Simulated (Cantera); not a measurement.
Charge: 1 mol V₂O₅, 1000 mol H₂, 8.9 mol N₂, held at 1927 °C and 1.33 mbar.

Method: chemical equilibrium by Gibbs-energy minimisation in Cantera with the NASA 1993 tables (ideal gas, pure condensed phases). Candidate condensed phases: H₂O, V, VN, VO, V₂O₃, V₂O₄, V₂O₅; 28 gas species. Equilibrium is a limit: real reactors are often held back by kinetics, nucleation or transport.

Base state: H₂ 0.846, H 0.142, N₂ 0.00818, H₂O 0.00258, VO 0.00109, VO₂ 0.000430, V 0.000320, OH 6.04e-5 (mole fractions); condensed: gas only.

**Question.** What changes in the equilibrium state with this change: pressure from 1.33 mbar to 0.133 bar?

**Answer.** 
| species | before | after |
|---|---|---|
| H₂ | 0.846 | 0.973 |
| H | 0.142 | 0.0152 |
| N₂ | 0.00818 | 0.00875 |
| VO | 0.00109 | 0.000196 |
| OH | 6.04e-5 | 6.38e-6 |
| VO₂ | 0.000430 | 7.63e-5 |
| VO(l), mol | 0 | 1.66 |
VO: taken at fixed stoichiometry.
